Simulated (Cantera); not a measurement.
An isothermal, constant-pressure homogeneous reactor starts with C2H6 : N2 = 1 : 29 (molar parts), at 1500 K and 55.5 Torr.

Model: GRI-Mech 3.0 (53 species, 325 reactions), integrated in Cantera. GRI-Mech 3.0 stops at C3 and has no aromatics, soot or wall deposition, so with more carbon than oxygen in the feed, carbon stays in small species such as C2H2 where larger ones or solid carbon would form.

Problem. Predict: x(C2H6) at 1.00 s; x(C2H) at 1.00 s; x(H2) at 1.00 s; x(C2H2) at 1.00 s; x(CH3) at 1.00 s; x(HCN) at 1.00 s; x(C2H4) at 1.00 s.

Solution. 
```
Property                                              Value
-----------------  ----------------------------------------
x(C2H6) at 1.00 s  1.63e-6 (gas-phase equilibrium 4.69e-10)
x(C2H) at 1.00 s    1.07e-8 (gas-phase equilibrium 4.45e-9)
x(H2) at 1.00 s       0.0507 (gas-phase equilibrium 0.0623)
x(C2H2) at 1.00 s    0.0274 (gas-phase equilibrium 0.00906)
x(CH3) at 1.00 s    3.39e-5 (gas-phase equilibrium 4.90e-7)
x(HCN) at 1.00 s     9.00e-7 (gas-phase equilibrium 0.0443)
x(C2H4) at 1.00 s   5.41e-5 (gas-phase equilibrium 1.18e-5)
```
